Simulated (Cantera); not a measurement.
Adiabatic ignition

An adiabatic, constant-pressure homogeneous reactor starts with CH4 : C2H6 : C3H8 : O2 : N2 = 1 : 0.038 : 0.051 : 1.49 : 5.61 (molar parts), equivalence ratio 1.6, at 1350 K and 300000 Pa.

Model: GRI-Mech 3.0 (53 species, 325 reactions), integrated in Cantera.

| t (s) | T (K) | x CH4 | x C2H6 | x C3H8 | x CH3 | x HCN | x H2 | x NO |
|---|---|---|---|---|---|---|---|---|
| 2.00e-6 | 1350 | 0.122 | 0.00464 | 0.00622 | 5.11e-6 | <1e-12 | 5.73e-7 | <1e-12 |
| 5.34e-6 | 1350 | 0.122 | 0.00464 | 0.00622 | 1.47e-5 | <1e-12 | 2.21e-6 | <1e-12 |
| 1.43e-5 | 1350 | 0.122 | 0.00463 | 0.00620 | 4.16e-5 | <1e-12 | 8.41e-6 | <1e-12 |
| 3.81e-5 | 1350 | 0.122 | 0.00463 | 0.00614 | 0.000108 | <1e-12 | 4.61e-5 | <1e-12 |
| 0.000102 | 1351 | 0.122 | 0.00467 | 0.00592 | 0.000146 | <1e-12 | 0.000221 | <1e-12 |
| 0.000271 | 1357 | 0.120 | 0.00479 | 0.00526 | 0.000168 | <1e-12 | 0.000893 | <1e-12 |
| 0.000724 | 1525 | 0.0923 | 0.00394 | 0.000936 | 0.000952 | 7.00e-11 | 0.0161 | 1.24e-10 |
| 0.00193 | 2633 | 7.86e-12 | <1e-12 | <1e-12 | 1.16e-11 | 5.64e-8 | 0.0887 | 0.000391 |
| 0.00516 | 2632 | 7.98e-12 | <1e-12 | <1e-12 | 1.18e-11 | 8.25e-8 | 0.0888 | 0.000594 |
| 0.0138 | 2632 | 8.00e-12 | <1e-12 | <1e-12 | 1.18e-11 | 8.57e-8 | 0.0888 | 0.000619 |
| 0.0368 | 2632 | 8.00e-12 | <1e-12 | <1e-12 | 1.18e-11 | 8.57e-8 | 0.0888 | 0.000619 |
| 0.0982 | 2632 | 8.00e-12 | <1e-12 | <1e-12 | 1.18e-11 | 8.57e-8 | 0.0888 | 0.000619 |
| 0.262 | 2632 | 8.00e-12 | <1e-12 | <1e-12 | 1.18e-11 | 8.57e-8 | 0.0888 | 0.000619 |
| 0.700 | 2632 | 8.00e-12 | <1e-12 | <1e-12 | 1.18e-11 | 8.57e-8 | 0.0888 | 0.000619 |
x: mole fraction; the columns are a selection and need not sum to one.

```
Item                                                                   Value
---------------------------------  -----------------------------------------
time of steepest temperature rise                                   0.772 ms
temperature at 0.700 s                                                2632 K
equilibrium temperature                                               2632 K
x(CH4) at 0.700 s                  8.00e-12 (gas-phase equilibrium 9.08e-12)
x(C2H6) at 0.700 s                     <1e-12 (gas-phase equilibrium <1e-12)
x(C3H8) at 0.700 s                     <1e-12 (gas-phase equilibrium <1e-12)
```
